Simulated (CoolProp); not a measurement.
CH3F (R41) at several states: Z from the reference equation and from simpler models built on Tc = 44.1 °C, pc = 5.906 MPa, ω = 0.200; each cubic takes its own stable root.

Values from CoolProp's reference Helmholtz-energy equation of state, Lemmon 2006. It is a short technical equation, of lower accuracy than the large ones.

```json
[
 {"T (°C)": "-92.85", "p (MPa)": "0.902", "phase": "liquid", "reference": "0.02246"},
 {"T (°C)": "-83.15", "p (MPa)": "0.79", "phase": "liquid", "reference": "0.01908"},
 {"T (°C)": "107.65", "p (MPa)": "0.0232", "phase": "gas", "reference": "0.9992"},
 {"T (°C)": "-56.85", "p (MPa)": "19.2", "phase": "liquid", "reference": "0.4204"},
 {"T (°C)": "-88.25", "p (MPa)": "0.145", "phase": "liquid", "reference": "0.003560"}
]
```

Task: How far does each simpler model (van der Waals, Redlich-Kwong, Soave-Redlich-Kwong, Peng-Robinson) lie from the reference over these 5 states: mean and median of the absolute difference, and the worst?

Result: 
- van der Waals: mean 5504.5 %, median 89.5 %, worst +27262.4 % at -88.25 °C and 0.145 MPa
- Redlich-Kwong: mean 22.7 %, median 28.5 %, worst +28.7 % at -83.15 °C and 0.79 MPa
- Soave-Redlich-Kwong: mean 20.7 %, median 26.0 %, worst +26.1 % at -92.85 °C and 0.902 MPa
- Peng-Robinson: mean 9.3 %, median 11.6 %, worst +11.9 % at -92.85 °C and 0.902 MPa

At some of these states van der Waals gives the other phase, because its saturation line lies elsewhere.
